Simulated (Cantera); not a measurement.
Input: 1 mol Si₂H₆, 0.44 mol O₃, 3.8 mol N₂, held at 1.00 Torr.

Method: chemical equilibrium by Gibbs-energy minimisation in Cantera with the NASA 1993 tables (ideal gas, pure condensed phases). Candidate condensed phases: H₂O, Si, SiO₂, Si₂N₂O, Si₃N₄; 35 gas species. The feed counts by its element totals alone. N₂ is the only nitrogen source here; it is nearly inert below about 1500 K, so the nitride shown seldom forms there in practice. Mutual solubility and eutectic melting of coexisting phases are not modelled. The tables hold silica as quartz up to 1696 K and as liquid above; real silica turns to tridymite and cristobalite and melts near 1996 K. Rates play no part.

Q: What share of the Si ends up in condensed phases as a function of T (K), at 1200, 1250, 1300, 1350, 1400, 1450, 1500, 1550, 1600?

A: 
| T (K) | Si condensed (%) | as |
|---|---|---|
| 1200 | 100.0 | SiO₂(β-quartz) + Si₂N₂O(s) |
| 1250 | 100.0 | SiO₂(β-quartz) + Si₂N₂O(s) |
| 1300 | 100.0 | SiO₂(β-quartz) + Si₂N₂O(s) |
| 1350 | 99.9 | SiO₂(β-quartz) + Si₂N₂O(s) |
| 1400 | 99.7 | SiO₂(β-quartz) + Si₂N₂O(s) |
| 1450 | 98.6 | SiO₂(β-quartz) + Si₂N₂O(s) |
| 1500 | 94.2 | SiO₂(β-quartz) + Si₂N₂O(s) |
| 1550 | 76.7 | SiO₂(β-quartz) + Si₂N₂O(s) |
| 1600 | 68.0 | Si₂N₂O(s) |
